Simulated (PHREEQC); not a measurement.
Consider water at 25 °C with 0.099 mol HBr, 0.25 mol ZnSO4 and 0.036 mol MgCl2 per kg of water. Closed to the air; pH follows from the charge balance.

The numbers come from PHREEQC with the ion-association model, wateq4f.dat.

Each row changes one thing in this solution. This is a speciation only: nothing precipitates in the calculation.

| case | pH | ionic strength (mol/kgw) | Zn+2 (mol/kgw) | ZnSO4 (mol/kgw) | Cl- (mol/kgw) | SO4-2 (mol/kgw) | SI of Goslarite (ZnSO4:7H2O) | SI of Epsomite (MgSO4:7H2O) |
|---|---|---|---|---|---|---|---|---|
| as made | 1.47 | 0.633 | 0.144 | 0.0740 | 0.0658 | 0.0581 | -1.51 | -2.05 |
| MgCl2 from 0.036 to 0.18 mol/kgw | 1.45 | 0.958 | 0.151 | 0.0539 | 0.322 | 0.0582 | -1.64 | -1.40 |
| 0.029 mol/kgw NaAlO2 added | 5.70 | 0.636 | 0.132 | 0.0798 | 0.0662 | 0.0687 | -1.47 | -2.01 |
| 0.052 mol/kgw NiSO4 added | 1.52 | 0.708 | 0.136 | 0.0779 | 0.0649 | 0.0714 | -1.48 | -2.01 |
| HBr from 0.099 to 0.0198 mol/kgw | 2.22 | 0.552 | 0.125 | 0.0839 | 0.0663 | 0.0678 | -1.45 | -1.99 |
| 0.1 mol/kgw KCl added | 1.48 | 0.734 | 0.144 | 0.0689 | 0.157 | 0.0616 | -1.54 | -2.06 |

The ionic strength passes 0.7 mol/kgw, the rough limit of the ion-association models, in MgCl2 from 0.036 to 0.18 mol/kgw; 0.052 mol/kgw NiSO4 added; 0.1 mol/kgw KCl added. Some of these states are supersaturated (in Basaluminite, Al(OH)3(a), for instance).
